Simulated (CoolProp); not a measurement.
Properties of sulfur hexafluoride along the isobar 11.6 MPa.

The numbers come from the reference Helmholtz-energy equation of state, Guder 2009 in CoolProp.

```
T (°C)          phase  cv (kJ/(kg K))  conductivity (mW/(m K))  Prandtl number  fugacity coefficient
------  -------------  --------------  -----------------------  --------------  --------------------
30.85          liquid          0.6665                     63.3            2.62                0.2412
48.55   supercritical          0.6928                     59.1            2.37                0.3144
66.35   supercritical          0.7180                     54.9            2.14                0.3917
84.05   supercritical          0.7412                     50.8            1.92                0.4682
101.85  supercritical          0.7611                     46.8            1.68                0.5407
119.55  supercritical          0.7765                     43.3            1.45                0.6056
137.35  supercritical             ___                     40.8            1.27                0.6628
155.05  supercritical          0.8000                     39.2            1.14                   ___
172.75  supercritical          0.8108                     38.3            1.06                0.7546
190.55  supercritical             ___                     38.0           0.997                0.7917
208.25  supercritical          0.8316                     37.7           0.960                0.8239
226.05  supercritical          0.8414                     38.7           0.908                0.8520
243.75  supercritical          0.8506                     39.8           0.867                0.8765
261.55  supercritical          0.8594                     41.0           0.833                0.8981
279.25  supercritical          0.8676                     42.2           0.804                0.9169
```

Task: Complete the blanks.

Result: 
- 137.35, cv (kJ/(kg K)): 0.7889
- 155.05, fugacity coefficient: 0.7120
- 190.55, cv (kJ/(kg K)): 0.8214

Viscosity comes from a separate model (Quiñones-Cisneros 2012). Thermal conductivity comes from a separate model (Assael 2012).
